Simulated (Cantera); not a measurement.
What does this Cantera script print?

```python
import numpy as np
import cantera as ct

gas_names = """
    Cu CuF CuF2 Cu2 F F2 H HF H2 H2F2 H3F3 H4F4 H5F5 H6F6 H7F7
""".split()
cond_names = """
    Cu(cr) Cu(L) CuF2(s) CuF2(L)
""".split()


# ... load() reads the species with a 1 bar reference pressure and builds the phases ...
atoms = {
    'Cu': {'Cu': 1},
    'HF': {'H': 1, 'F': 1},
}
top_T = {}  # K; cautious upper limits of use, not melting points


# ... equilibrate(T, P, feed) seeds the gas with the atoms and calls Mixture.equilibrate('TP', solver="vcs", rtol=1e-11, max_steps=5000) ...
results = []
feed = {'Cu': 1, 'HF': 20}  # mol
T = 948  # K
P = 22  # Pa
mix = equilibrate(T, P, feed)
results.append((T, P, feed, dict(zip(mix.species_names, mix.species_moles))))
print(gas.report(threshold=1e-06))
for i in range(1, mix.n_phases):
    print(f"{mix.phase(i).name:16s} {mix.phase_moles(i):12.5e} mol")
```

It prints:

```
       temperature   948 K
          pressure   22 Pa
           density   5.5841e-05 kg/m^3
  mean mol. weight   20.007 kg/kmol
   phase of matter   gas

                          1 kg             1 kmol
                     ---------------   ---------------
          enthalpy       -1.2669e+07       -2.5347e+08  J
   internal energy       -1.3063e+07       -2.6135e+08  J
           entropy             13880        2.7769e+05  J/K
    Gibbs function       -2.5828e+07       -5.1672e+08  J
 heat capacity c_p            1498.7             29984  J/K
 heat capacity c_v            1083.1             21669  J/K

                      mass frac. Y      mole frac. X     chem. pot. / RT
                     ---------------   ---------------   ---------------
               CuF        1.8107e-05        4.3885e-06           -51.589
                HF           0.99998           0.99999           -65.557
                H2        2.2125e-07        2.1957e-06           -38.825
     [  +12 minor]        5.3178e-08        1.9828e-08

Cu(cr)            9.99912e-01 mol
CuF2(s)           0.00000e+00 mol
```

Cantera equilibrium calculation (NASA polynomials, part measured and part estimated; ideal gas, pure solids and liquids).
